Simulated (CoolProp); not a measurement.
A Linde-Hampson liquefier for dry air: isothermal reversible compression at 250 K from 1 atm to 30 MPa, throttling to 1 atm, return gas leaving the recuperator 10 K below the feed. Each further row changes one setting.

Computed with CoolProp (reference Helmholtz-energy equation of state, Lemmon 2000). It is a pseudo-pure fit of the blend.

```json
[
 {"case": "as stated", "liquid yield per pass": "(withheld)", "compression work (kJ/kg of gas)": "401"},
 {"case": "high pressure 60 MPa", "liquid yield per pass": "(withheld)", "compression work (kJ/kg of gas)": "463"},
 {"case": "warm-end temperature 280 K", "liquid yield per pass": "(withheld)", "compression work (kJ/kg of gas)": "(withheld)"},
 {"case": "warm-end gap 15 K", "liquid yield per pass": "(withheld)", "compression work (kJ/kg of gas)": "401"}
]
```

Problem. Some entries are withheld; supply them.

Solution. 
- as stated, liquid yield per pass: 0.142
- high pressure 60 MPa, liquid yield per pass: 0.138
- warm-end temperature 280 K, liquid yield per pass: 0.099
- warm-end temperature 280 K, compression work (kJ/kg of gas): 455
- warm-end gap 15 K, liquid yield per pass: 0.130
